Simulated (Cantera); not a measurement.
Charge: 1 mol SiH₄, 20 mol NO, held at 1673 K and 7.50 Torr.

These are equilibrium values from Cantera (NASA tables, ideal gas, pure condensed phases), not measurements of a reactor. Candidate condensed phases: H₂O, Si, SiO₂, Si₂N₂O, Si₃N₄; 35 gas species. The tables hold silica as quartz up to 1696 K and as liquid above; real silica turns to tridymite and cristobalite and melts near 1996 K. The numbers say what is thermodynamically allowed, not how fast it happens.

Question: What is the equilibrium state?

Answer: 
| Property | Value |
|---|---|
| x(N₂) | 0.498 |
| x(O₂) | 0.398 |
| x(H₂O) | 0.0994 |
| x(NO) | 0.00286 |
| x(OH) | 0.00112 |
| x(O) | 0.000211 |
| x(H₂) | 2.38e-5 |
| x(H) | 5.55e-6 |
| x(NO₂) | 1.32e-6 |
| n(SiO₂(β-quartz)) | 1.000 mol |
| gas amount | 20.01 mol |
| log10 activity of Si(s) (absent) | -16.76 |
